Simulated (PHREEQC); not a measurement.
Na3PO4 is added in steps, without added water, to 1 kg of water holding 0.059 mol/kgw HBr and 0.0047 mol/kgw CaCl2, at 25 °C. Oxygen alone is held at its pressure in air (log pO2 = -0.68). The system is closed to CO2. The run lets Hydroxyapatite, Halite precipitate or redissolve, and no other solid.

Base run: PHREEQC, ion-association model, phreeqc.dat. Each further column changes one thing. The table gives Ca+2 (mol/kgw).

```json
[
 {"Na3PO4 added (mol)": "0", "base": "0.00470", "HBr from 0.059 to 0.0531 mol/kgw": "0.00470", "temperature from 25 to 75 °C": "0.00470", "0.00094 mol/kgw Ca(OH)2 added": "0.00564", "no solid may form": "0.00470"},
 {"Na3PO4 added (mol)": "0.0225", "base": "0.00410", "HBr from 0.059 to 0.0531 mol/kgw": "0.00399", "temperature from 25 to 75 °C": "0.00370", "0.00094 mol/kgw Ca(OH)2 added": "0.00489", "no solid may form": "0.00410"},
 {"Na3PO4 added (mol)": "0.045", "base": "3.20e-5", "HBr from 0.059 to 0.0531 mol/kgw": "1.75e-5", "temperature from 25 to 75 °C": "8.47e-6", "0.00094 mol/kgw Ca(OH)2 added": "2.95e-5", "no solid may form": "0.00176"},
 {"Na3PO4 added (mol)": "0.0675", "base": "4.10e-8", "HBr from 0.059 to 0.0531 mol/kgw": "2.21e-8", "temperature from 25 to 75 °C": "2.72e-8", "0.00094 mol/kgw Ca(OH)2 added": "3.47e-8", "no solid may form": "2.76e-5"},
 {"Na3PO4 added (mol)": "0.09", "base": "1.47e-8", "HBr from 0.059 to 0.0531 mol/kgw": "1.27e-8", "temperature from 25 to 75 °C": "9.34e-9", "0.00094 mol/kgw Ca(OH)2 added": "1.42e-8", "no solid may form": "6.47e-6"},
 {"Na3PO4 added (mol)": "0.1125", "base": "1.17e-8", "HBr from 0.059 to 0.0531 mol/kgw": "1.07e-8", "temperature from 25 to 75 °C": "7.34e-9", "0.00094 mol/kgw Ca(OH)2 added": "1.15e-8", "no solid may form": "4.75e-6"},
 {"Na3PO4 added (mol)": "0.135", "base": "1.04e-8", "HBr from 0.059 to 0.0531 mol/kgw": "9.83e-9", "temperature from 25 to 75 °C": "6.56e-9", "0.00094 mol/kgw Ca(OH)2 added": "1.03e-8", "no solid may form": "4.10e-6"},
 {"Na3PO4 added (mol)": "0.1575", "base": "9.71e-9", "HBr from 0.059 to 0.0531 mol/kgw": "9.23e-9", "temperature from 25 to 75 °C": "6.11e-9", "0.00094 mol/kgw Ca(OH)2 added": "9.59e-9", "no solid may form": "3.73e-6"},
 {"Na3PO4 added (mol)": "0.18", "base": "9.15e-9", "HBr from 0.059 to 0.0531 mol/kgw": "8.76e-9", "temperature from 25 to 75 °C": "5.80e-9", "0.00094 mol/kgw Ca(OH)2 added": "9.06e-9", "no solid may form": "3.46e-6"}
]
```

The ionic strength passes 0.7 mol/kgw, the rough limit of the ion-association models, in part of: base; HBr from 0.059 to 0.0531 mol/kgw; temperature from 25 to 75 °C; 0.00094 mol/kgw Ca(OH)2 added; no solid may form. Constants without temperature data keep their 25 °C values here. In at least one series the solution becomes supersaturated in solids that the run did not let form, among them Hydroxyapatite.
